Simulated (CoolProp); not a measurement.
The fluid at 255.33 K and 0.504 MPa flows at 20 m/s in a round tube of 50 mm bore and 0.25 µm roughness, fully developed (64/Re and Nu = 3.66 if laminar; Colebrook and Gnielinski if turbulent). The same conditions are run with several fluids, on thermodynamics alone (safety and materials aside).

Values from CoolProp's reference Helmholtz-energy equation of state of each fluid (C2F6 (R116): Lemmon 2006; ethane: Bücker 2006; oxygen: Schmidt 1985; normal hydrogen: Leachman 2009; dry air: Lemmon 2000). Blends and air are pseudo-pure fits.

```csv
fluid,Reynolds number,Darcy friction factor,pressure drop (Pa/m),heat-transfer coefficient (W/(m² K)),mass flow (kg/h)
C2F6 (R116),3030000,0.00994,1440,731,5120
ethane,932000,0.0119,363,407,1080
oxygen,420000,0.0136,417,267,1080
normal hydrogen,59600,0.0201,38.4,388,67.4
dry air,422000,0.0136,377,266,976
```

Transport values come from each fluid's own correlations; those of C2F6 (R116) are estimates that may be off by 10 % or more.
